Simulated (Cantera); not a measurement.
Feed: 1 mol FeS, 280 mol H₂, 9 mol N₂, held at 1900 K and 1.33 mbar.

These are equilibrium values from Cantera (NASA tables, ideal gas, pure condensed phases), not measurements of a reactor. Candidate condensed phases: Fe, FeS, FeS₂, S; 16 gas species. Equilibrium is a limit: real reactors are often held back by kinetics, nucleation or transport.

Base state: H₂ 0.942, N₂ 0.0306, H 0.0211, Fe 0.00341, SH 0.00112, S 0.000894, H₂S 0.000553, S₂ 0.000418 (mole fractions); condensed: gas only.

What changes in the equilibrium state with this change: temperature from 1900 K to 1273 K?


```tsv
species	before	after
H₂	0.942	0.965
N₂	0.0306	0.0311
H₂S	0.000553	0.00332
H	0.0211	1.92e-5
Fe	0.00341	3.73e-7
S	0.000894	3.56e-7
SH	0.00112	3.91e-5
S₂	0.000418	5.04e-5
Fe(γ), mol	0	1.000
```
